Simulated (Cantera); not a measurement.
A perfectly stirred reactor is fed with 4.76 % H₂, 2.80 % O₂, 92.4 % N₂, at 0.148 atm; it is held at 950 K, and followed from long to short residence time.

Computed with Cantera and GRI-Mech 3.0 (53 species, 325 reactions). The temperature is held fixed by assumption; the heat of reaction is taken as removed at once.

x: mole fraction; the columns are a selection and need not sum to one.

```json
[
 {"τ (s)": "0.45", "x H₂": "0.00131", "x O₂": "0.00500", "x O": "6.49e-5", "x H₂O": "0.0472", "x OH": "___", "x NO": "1.90e-7"},
 {"τ (s)": "0.24", "x H₂": "0.00187", "x O₂": "0.00531", "x O": "9.35e-5", "x H₂O": "0.0465", "x OH": "___", "x NO": "2.48e-7"},
 {"τ (s)": "0.13", "x H₂": "0.00261", "x O₂": "0.00575", "x O": "0.000132", "x H₂O": "0.0455", "x OH": "___", "x NO": "3.10e-7"},
 {"τ (s)": "0.070", "x H₂": "0.00363", "x O₂": "0.00637", "x O": "0.000184", "x H₂O": "0.0442", "x OH": "___", "x NO": "3.69e-7"},
 {"τ (s)": "0.038", "x H₂": "0.00498", "x O₂": "0.00720", "x O": "0.000251", "x H₂O": "0.0424", "x OH": "___", "x NO": "4.13e-7"},
 {"τ (s)": "0.020", "x H₂": "0.00690", "x O₂": "0.00838", "x O": "0.000340", "x H₂O": "0.0398", "x OH": "___", "x NO": "4.34e-7"},
 {"τ (s)": "0.011", "x H₂": "0.00931", "x O₂": "0.00983", "x O": "0.000439", "x H₂O": "0.0366", "x OH": "___", "x NO": "4.20e-7"},
 {"τ (s)": "0.0059", "x H₂": "0.0127", "x O₂": "0.0118", "x O": "0.000548", "x H₂O": "0.0324", "x OH": "___", "x NO": "3.65e-7"},
 {"τ (s)": "0.0032", "x H₂": "0.0171", "x O₂": "0.0142", "x O": "0.000642", "x H₂O": "0.0272", "x OH": "0.000245", "x NO": "2.75e-7"},
 {"τ (s)": "0.0017", "x H₂": "0.0234", "x O₂": "0.0174", "x O": "0.000677", "x H₂O": "0.0206", "x OH": "0.000249", "x NO": "1.61e-7"}
]
```

Q: Some entries are withheld; supply them.

A: 
- 0.45, x OH: 5.52e-5
- 0.24, x OH: 6.92e-5
- 0.13, x OH: 8.60e-5
- 0.070, x OH: 0.000106
- 0.038, x OH: 0.000130
- 0.020, x OH: 0.000159
- 0.011, x OH: 0.000189
- 0.0059, x OH: 0.000220
